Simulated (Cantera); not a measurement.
## N2O furnace oxynitridation

An isothermal, constant-pressure homogeneous reactor starts with N2O : N2 = 1 : 2.3 (molar parts), at 1400 K and 0.210 bar.

Detailed kinetics in Cantera: GRI-Mech 3.0 (53 species, 325 reactions). GRI-Mech 3.0 was tuned for natural gas; its chemistry of N2O as a main component is partial and can be far from experiment. The temperature is held fixed by assumption; the heat of reaction is taken as removed at once.

| t (s) | x N2O | x O | x NO | x O2 | x NO2 | x N2 |
|---|---|---|---|---|---|---|
| 1.00e-5 | 0.303 | 4.50e-6 | 1.79e-7 | 3.65e-7 | <1e-12 | 0.697 |
| 5.01e-5 | 0.303 | 1.58e-5 | 3.55e-6 | 7.24e-6 | 1.03e-11 | 0.697 |
| 0.000251 | 0.303 | 2.51e-5 | 3.91e-5 | 7.97e-5 | 1.24e-9 | 0.697 |
| 0.00126 | 0.302 | 2.53e-5 | 0.000235 | 0.000479 | 4.21e-8 | 0.698 |
| 0.00631 | 0.296 | 2.53e-5 | 0.00120 | 0.00246 | 8.34e-7 | 0.700 |
| 0.0316 | 0.269 | 2.51e-5 | 0.00575 | 0.0117 | 7.89e-6 | 0.713 |
| 0.158 | 0.171 | 2.41e-5 | 0.0223 | 0.0461 | 3.58e-5 | 0.760 |
| 0.794 | 0.0248 | 1.50e-5 | 0.0451 | 0.0982 | 7.63e-5 | 0.832 |
| 3.98 | 6.38e-5 | 7.56e-7 | 0.0471 | 0.108 | 0.000112 | 0.845 |
| 20.0 | 6.53e-7 | 6.84e-7 | 0.0470 | 0.108 | 0.000114 | 0.845 |
| 100 | 6.48e-7 | 6.85e-7 | 0.0468 | 0.108 | 0.000114 | 0.845 |
x: mole fraction; the columns are a selection and need not sum to one.

Equilibrium at this temperature and pressure: N2O 1.85e-8, O 7.53e-7, NO 0.000604, O2 0.131, NO2 1.62e-6, N2 0.868 (gas phase only).
